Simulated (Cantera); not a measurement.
Charge: 1 mol SiCl₄, 0.072 mol O₂, 37 mol H₂, equilibrated at 638 Torr.

Cantera equilibrium calculation (NASA polynomials, part measured and part estimated; ideal gas, pure solids and liquids). Candidate condensed phases: H₂O, Si, SiO₂; 30 gas species. Mutual solubility and eutectic melting of coexisting phases are not modelled. The tables hold silica as quartz up to 1696 K and as liquid above; real silica turns to tridymite and cristobalite and melts near 1996 K. Rates play no part.

Question: Which condensed phases are stable at each of these points (T (K)): 723, 773, 823, 873, 923, 973, 1023, 1073, 1123, 1173, 1223?

Answer: 
```json
[
 {"T (K)": "723", "condensed phases": "SiO₂(α-quartz)", "Si condensed (%)": "7.2"},
 {"T (K)": "773", "condensed phases": "SiO₂(α-quartz)", "Si condensed (%)": "7.2"},
 {"T (K)": "823", "condensed phases": "SiO₂(α-quartz)", "Si condensed (%)": "7.2"},
 {"T (K)": "873", "condensed phases": "SiO₂(β-quartz)", "Si condensed (%)": "7.2"},
 {"T (K)": "923", "condensed phases": "SiO₂(β-quartz)", "Si condensed (%)": "7.2"},
 {"T (K)": "973", "condensed phases": "SiO₂(β-quartz)", "Si condensed (%)": "7.2"},
 {"T (K)": "1023", "condensed phases": "SiO₂(β-quartz)", "Si condensed (%)": "7.2"},
 {"T (K)": "1073", "condensed phases": "SiO₂(β-quartz)", "Si condensed (%)": "7.2"},
 {"T (K)": "1123", "condensed phases": "SiO₂(β-quartz)", "Si condensed (%)": "7.2"},
 {"T (K)": "1173", "condensed phases": "Si(s) + SiO₂(β-quartz)", "Si condensed (%)": "7.9"},
 {"T (K)": "1223", "condensed phases": "Si(s) + SiO₂(β-quartz)", "Si condensed (%)": "13.4"}
]
```

From 723 K to 823 K the condensed part is SiO₂(α-quartz). From 873 K to 1123 K the condensed part is SiO₂(β-quartz). From 1173 K to 1223 K the condensed part is Si(s) + SiO₂(β-quartz).
